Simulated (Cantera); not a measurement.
Feed: 1 mol B, 0.61 mol H2O, equilibrated at 10.0 Torr.

Cantera equilibrium calculation (NASA polynomials, part measured and part estimated; ideal gas, pure solids and liquids). Candidate condensed phases: B, B2O3, B3O3H3, H2O; 23 gas species. Mutual solubility and eutectic melting of coexisting phases are not modelled. The numbers say what is thermodynamically allowed, not how fast it happens.

Task: Which condensed phases are stable at each of these points (T (°C)): 1227, 1327, 1427, 1527, 1627, 1727, 1827?

Result: 
| T (°C) | condensed phases | B condensed (%) |
|---|---|---|
| 1227 | B(s) + B2O3(l) | 96.8 |
| 1327 | B(s) + B2O3(l) | 87.2 |
| 1427 | B(s) | 44.0 |
| 1527 | B(s) | 42.2 |
| 1627 | B(s) | 40.9 |
| 1727 | B(s) | 40.1 |
| 1827 | B(s) | 39.5 |

From 1227 °C to 1327 °C the condensed part is B(s) + B2O3(l). From 1427 °C to 1827 °C the condensed part is B(s).
